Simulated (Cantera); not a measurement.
Cantera run:

```python
import numpy as np
import cantera as ct

gas_names = [...]  # 151 gases of nasa_gas.yaml made of C, H, N, O, Si
cond_names = """
    C(gr) C6H6(L) C7H8(L) C8H18(L),n-octa H2O(s) H2O(L) Si(cr) Si(L) SiC(b) SiO2(Lqz) SiO2(hqz) SiO2(L)
    Si2N2O(s) Si3N4(a)
""".split()


# ... load() reads the species with a 1 bar reference pressure and builds the phases ...
atoms = {
    'TEOS': {'Si': 1, 'C': 8, 'H': 20, 'O': 4},
    'O2': {'O': 2},
    'N2': {'N': 2},
}
top_T = {'C(gr)': 4500, 'SiC(b)': 3050, 'Si2N2O(s)': 2100, 'Si3N4(a)': 2400}  # K; cautious upper limits of use, not melting points


# ... equilibrate(T, P, feed) seeds the gas with the atoms and calls Mixture.equilibrate('TP', solver="vcs", rtol=1e-11, max_steps=5000) ...
results = []
feed = {'TEOS': 1, 'O2': 2, 'N2': 15}  # mol
T = 1875  # K
P = 380  # Pa
mix = equilibrate(T, P, feed)
results.append((T, P, feed, dict(zip(mix.species_names, mix.species_moles))))
print(gas.report(threshold=0.001))
for i in range(1, mix.n_phases):
    print(f"{mix.phase(i).name:16s} {mix.phase_moles(i):12.5e} mol")
```

Output:

```
       temperature   1875 K
          pressure   380 Pa
           density   0.00049582 kg/m^3
  mean mol. weight   20.341 kg/kmol
   phase of matter   gas

                          1 kg             1 kmol
                     ---------------   ---------------
          enthalpy          1.27e+06        2.5834e+07  J
   internal energy        5.0362e+05        1.0244e+07  J
           entropy             14164         2.881e+05  J/K
    Gibbs function       -2.5287e+07       -5.1436e+08  J
 heat capacity c_p            1729.9             35188  J/K
 heat capacity c_v            1321.2             26874  J/K

                      mass frac. Y      mole frac. X     chem. pot. / RT
                     ---------------   ---------------   ---------------
                CO           0.31141           0.22615           -41.634
                 H        0.00028796         0.0058108           -13.029
               HCN         0.0013445          0.001012           -33.357
                H2          0.029596           0.29862           -26.058
                N2           0.62329           0.45257           -33.091
               SiO          0.033606          0.015506           -45.608
     [ +145 minor]        0.00046047        0.00032653

C(gr)             0.00000e+00 mol
Si(L)             0.00000e+00 mol
SiC(b)            4.77533e-01 mol
SiO2(L)           0.00000e+00 mol
Si2N2O(s)         0.00000e+00 mol
Si3N4(a)          0.00000e+00 mol
```

Equilibrium computed with Cantera from the NASA thermochemical tables; the gas is ideal and each condensed phase is pure. The feed counts by its element totals alone.
